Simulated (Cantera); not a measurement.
A Cantera script and what it prints.

```python
import numpy as np
import cantera as ct

gas_names = """
    C CO CO2 C2 C2O C3 C3O2 C4 C5 Fe FeC5O5 FeO O O2 O3
""".split()
cond_names = """
    C(gr) Fe(a) Fe(c) Fe(d) Fe(L) FeC5O5(L) FeO(s) FeO(L) Fe2O3(s) Fe3O4(s)
""".split()


# ... load() reads the species with a 1 bar reference pressure and builds the phases ...
atoms = {
    'Fe2O3': {'Fe': 2, 'O': 3},
    'CO': {'C': 1, 'O': 1},
    'C': {'C': 1},
}
top_T = {'C(gr)': 4500, 'Fe2O3(s)': 1830, 'Fe3O4(s)': 1870}  # K; cautious upper limits of use, not melting points


# ... equilibrate(T, P, feed) seeds the gas with the atoms and calls Mixture.equilibrate('TP', solver="vcs", rtol=1e-11, max_steps=5000) ...
results = []
feed = {'Fe2O3': 1, 'CO': 9.6, 'C': 0.31}  # mol
T = 1698  # K
P = 13332.2  # Pa
mix = equilibrate(T, P, feed)
results.append((T, P, feed, dict(zip(mix.species_names, mix.species_moles))))
x = sorted(zip(gas.X, gas.species_names), reverse=True)
print(f"T = {T:g} K  P = {P:g} Pa  gas = {mix.phase_moles(0):.4g} mol")
print("   x: " + "  ".join(f"{s} {v:.3e}" for v, s in x if v > 1e-06))
print("   condensed (mol): " + ("  ".join(f"{mix.phase(i).name} {mix.phase_moles(i):.4g}"
      for i in range(1, mix.n_phases) if mix.phase_moles(i) > 1e-12) or "none"))
```

Output:

```
T = 1698 K  P = 13332.2 Pa  gas = 9.91 mol
   x: CO 8.790e-01  CO2 1.210e-01  Fe 4.568e-05
   condensed (mol): Fe(d) 0.5085  FeO(L) 1.491
```

Cantera equilibrium calculation (NASA polynomials, part measured and part estimated; ideal gas, pure solids and liquids). Mutual solubility and eutectic melting of coexisting phases are not modelled. The tables' stoichiometric FeO is somewhat more stable than real wüstite, so its field is too wide. FeO: taken at fixed stoichiometry.
